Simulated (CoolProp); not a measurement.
A single-stage vapour-compression cycle with R11: evaporating at 246.15 K (dew point), condensing at 313.15 K (bubble point), superheat 8 K, subcooling 8 K, compressor efficiency 0.6, no pressure losses. Each further row changes one setting.

Model: reference Helmholtz-energy equation of state, Jacobsen 1992, in CoolProp.

| case | cooling COP | pressure ratio | discharge temperature (K) | refrigerating effect (kJ/kg) | volumetric capacity (kJ/m³) |
|---|---|---|---|---|---|
| as stated | 1.86 | 16.1 | 394.8 | 152 | 108 |
| evaporating temperature 251.15 K | 2.09 | ___ | 386.8 | 155 | ___ |
| condensing temperature 308.15 K | 2.05 | ___ | ___ | 157 | 111 |
| subcooling 13 K | 1.92 | 16.1 | 394.8 | 157 | 111 |
| superheat 18 K | 1.86 | 16.1 | 408.1 | 158 | 108 |
| compressor efficiency 0.5 | ___ | 16.1 | ___ | 152 | 108 |

Task: Some entries are withheld; supply them.

Result: 
- evaporating temperature 251.15 K, pressure ratio: 12.3
- evaporating temperature 251.15 K, volumetric capacity (kJ/m³): 141
- condensing temperature 308.15 K, pressure ratio: 13.7
- condensing temperature 308.15 K, discharge temperature (K): 386.1
- compressor efficiency 0.5, cooling COP: 1.55
- compressor efficiency 0.5, discharge temperature (K): 419.8
